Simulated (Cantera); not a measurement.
A Cantera script and what it prints.

```python
import numpy as np
import cantera as ct

gas_names = """
    B BH BH2 BH3 BN BO BO2 B2 B2O B2O2 B2O3 B3O3H3 H HBO HBO2 HNO HNO2 HNO3 HO2 H2 H2O H2O2 H3B3O6 N NH
    NH2 NH3 NH2OH NO NO2 NO3 N2 N2H2 N2H4 N2O O OH O2 O3
""".split()
cond_names = """
    B(b) B(L) BN(s) B2O3(L) B3O3H3(cr) H2O(s) H2O(L)
""".split()


# ... load() reads the species with a 1 bar reference pressure and builds the phases ...
atoms = {
    'borazine': {'B': 3, 'N': 3, 'H': 6},
    'O2': {'O': 2},
    'H2': {'H': 2},
}
top_T = {'BN(s)': 3200}  # K; cautious upper limits of use, not melting points


# ... equilibrate(T, P, feed) seeds the gas with the atoms and calls Mixture.equilibrate('TP', solver="vcs", rtol=1e-11, max_steps=5000) ...
results = []
feed = {'borazine': 1, 'O2': 5.6, 'H2': 0.17}  # mol
for P in [10, 28, 77, 220, 600, 1700, 4600, 13000, 36000, 100000]:
    for T in [1250, 1325, 1400, 1475, 1550, 1625, 1700, 1775, 1850, 1925, 2000, 2075, 2150]:
        mix = equilibrate(T, P, feed)
        results.append((T, P, feed, dict(zip(mix.species_names, mix.species_moles))))

for T, P, feed, n in results:
    print(f"{T:7g} {P:10.4g}  " + (" + ".join(c for c in cond_names if n.get(c, 0) > 1e-12) or "gas only"))
```

It prints:

```
   1250         10  B2O3(L)
   1325         10  B2O3(L)
   1400         10  gas only
   1475         10  gas only
   1550         10  gas only
   1625         10  gas only
   1700         10  gas only
   1775         10  gas only
   1850         10  gas only
   1925         10  gas only
   2000         10  gas only
   2075         10  gas only
   2150         10  gas only
   1250         28  B2O3(L)
   1325         28  B2O3(L)
   1400         28  B2O3(L)
   1475         28  gas only
   1550         28  gas only
   1625         28  gas only
   1700         28  gas only
   1775         28  gas only
   1850         28  gas only
   1925         28  gas only
   2000         28  gas only
   2075         28  gas only
   2150         28  gas only
   1250         77  B2O3(L)
   1325         77  B2O3(L)
   1400         77  B2O3(L)
   1475         77  B2O3(L)
   1550         77  gas only
   1625         77  gas only
   1700         77  gas only
   1775         77  gas only
   1850         77  gas only
   1925         77  gas only
   2000         77  gas only
   2075         77  gas only
   2150         77  gas only
   1250        220  B2O3(L)
   1325        220  B2O3(L)
   1400        220  B2O3(L)
   1475        220  B2O3(L)
   1550        220  gas only
   1625        220  gas only
   1700        220  gas only
   1775        220  gas only
   1850        220  gas only
   1925        220  gas only
   2000        220  gas only
   2075        220  gas only
   2150        220  gas only
   1250        600  B2O3(L)
   1325        600  B2O3(L)
   1400        600  B2O3(L)
   1475        600  B2O3(L)
   1550        600  B2O3(L)
   1625        600  gas only
   1700        600  gas only
   1775        600  gas only
   1850        600  gas only
   1925        600  gas only
   2000        600  gas only
   2075        600  gas only
   2150        600  gas only
   1250       1700  B2O3(L)
   1325       1700  B2O3(L)
   1400       1700  B2O3(L)
   1475       1700  B2O3(L)
   1550       1700  B2O3(L)
   1625       1700  B2O3(L)
   1700       1700  gas only
   1775       1700  gas only
   1850       1700  gas only
   1925       1700  gas only
   2000       1700  gas only
   2075       1700  gas only
   2150       1700  gas only
   1250       4600  B2O3(L)
   1325       4600  B2O3(L)
   1400       4600  B2O3(L)
   1475       4600  B2O3(L)
   1550       4600  B2O3(L)
   1625       4600  B2O3(L)
   1700       4600  B2O3(L)
   1775       4600  gas only
   1850       4600  gas only
   1925       4600  gas only
   2000       4600  gas only
   2075       4600  gas only
   2150       4600  gas only
   1250    1.3e+04  B2O3(L)
   1325    1.3e+04  B2O3(L)
   1400    1.3e+04  B2O3(L)
   1475    1.3e+04  B2O3(L)
   1550    1.3e+04  B2O3(L)
   1625    1.3e+04  B2O3(L)
   1700    1.3e+04  B2O3(L)
   1775    1.3e+04  B2O3(L)
   1850    1.3e+04  gas only
   1925    1.3e+04  gas only
   2000    1.3e+04  gas only
   2075    1.3e+04  gas only
   2150    1.3e+04  gas only
   1250    3.6e+04  B2O3(L)
   1325    3.6e+04  B2O3(L)
   1400    3.6e+04  B2O3(L)
   1475    3.6e+04  B2O3(L)
   1550    3.6e+04  B2O3(L)
   1625    3.6e+04  B2O3(L)
   1700    3.6e+04  B2O3(L)
   1775    3.6e+04  B2O3(L)
   1850    3.6e+04  B2O3(L)
   1925    3.6e+04  gas only
   2000    3.6e+04  gas only
   2075    3.6e+04  gas only
   2150    3.6e+04  gas only
   1250      1e+05  B2O3(L)
   1325      1e+05  B2O3(L)
   1400      1e+05  B2O3(L)
   1475      1e+05  B2O3(L)
   1550      1e+05  B2O3(L)
   1625      1e+05  B2O3(L)
   1700      1e+05  B2O3(L)
   1775      1e+05  B2O3(L)
   1850      1e+05  B2O3(L)
   1925      1e+05  B2O3(L)
   2000      1e+05  gas only
   2075      1e+05  gas only
   2150      1e+05  gas only
```

Equilibrium computed with Cantera from the NASA thermochemical tables; the gas is ideal and each condensed phase is pure. The feed counts by its element totals alone.
